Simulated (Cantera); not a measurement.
## Equilibrium for fluorocarbon and chlorocarbon gases: CF4 + Si

A closed system holds: 1 mol CF4, 0.0069 mol Si, at 2523 K and 75.0 Torr.

Cantera equilibrium calculation (NASA polynomials, part measured and part estimated; ideal gas, pure solids and liquids). Candidate condensed phases: C, Si, SiC; 23 gas species. Gases not in the tables: C2F6 and larger saturated fluorocarbons. Kinetics and transport are ignored.

```
Property                                   Result
--------------------------------------  ---------
x(F)                                        0.431
x(CF4)                                      0.333
x(CF2)                                      0.210
x(CF3)                                     0.0215
x(SiF4)                                   0.00390
x(CF)                                     0.00176
x(F2)                                     1.05e-5
x(C2F4)                                   7.26e-6
x(SiF3)                                   5.38e-6
gas amount                              1.768 mol
log10 activity of C(graphite) (absent)      -0.93
log10 activity of Si(l) (absent)           -16.86
```
